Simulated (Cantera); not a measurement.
Input: 1 mol HCl, 1.1 mol H2O, 0.069 mol O2, equilibrated at 59.3 Torr.

These are equilibrium values from Cantera (NASA tables, ideal gas, pure condensed phases), not measurements of a reactor. Candidate condensed phases: H2O; 14 gas species. Equilibrium is a limit: real reactors are often held back by kinetics, nucleation or transport.

x: gas mole fraction; nothing condenses.

| T (°C) | x H2O | x HCl | x H | x Cl | x O | x H2 | x OH | x O2 |
|---|---|---|---|---|---|---|---|---|
| 877 | 0.511 | 0.456 | 5.62e-11 | 0.000504 | 5.15e-9 | 4.48e-8 | 3.87e-6 | 0.0304 |
| 1077 | 0.509 | 0.457 | 1.23e-8 | 0.00222 | 2.63e-7 | 2.11e-6 | 4.83e-5 | 0.0307 |
| 1277 | 0.510 | 0.453 | 6.91e-7 | 0.00657 | 4.81e-6 | 3.80e-5 | 0.000312 | 0.0298 |
| 1477 | 0.512 | 0.444 | 1.58e-5 | 0.0148 | 4.43e-5 | 0.000365 | 0.00130 | 0.0277 |
| 1677 | 0.512 | 0.429 | 0.000194 | 0.0275 | 0.000252 | 0.00227 | 0.00398 | 0.0246 |
| 1877 | 0.504 | 0.407 | ___ | ___ | ___ | ___ | ___ | 0.0223 |
| 2077 | 0.474 | 0.372 | 0.00772 | 0.0680 | 0.00359 | 0.0303 | 0.0208 | 0.0234 |
| 2277 | 0.410 | 0.320 | 0.0283 | 0.0979 | 0.0111 | 0.0651 | 0.0391 | 0.0286 |
| 2477 | 0.309 | 0.250 | 0.0788 | 0.130 | 0.0297 | 0.105 | 0.0623 | 0.0352 |
| 2677 | 0.186 | 0.172 | 0.172 | 0.157 | 0.0658 | 0.129 | 0.0797 | 0.0379 |
| 2877 | ___ | ___ | ___ | 0.173 | ___ | ___ | 0.0768 | ___ |
| 3077 | 0.0251 | 0.0520 | 0.421 | 0.179 | 0.167 | 0.0815 | 0.0547 | 0.0199 |

Q: Fill in the missing entries.

A: 
- 2877, x H2O: 0.0818
- 2877, x HCl: 0.101
- 2877, x H: 0.300
- 2877, x O: 0.117
- 2877, x H2: 0.118
- 2877, x O2: 0.0318
- 1877, x H: 0.00150
- 1877, x Cl: 0.0448
- 1877, x O: 0.00104
- 1877, x H2: 0.00995
- 1877, x OH: 0.00979
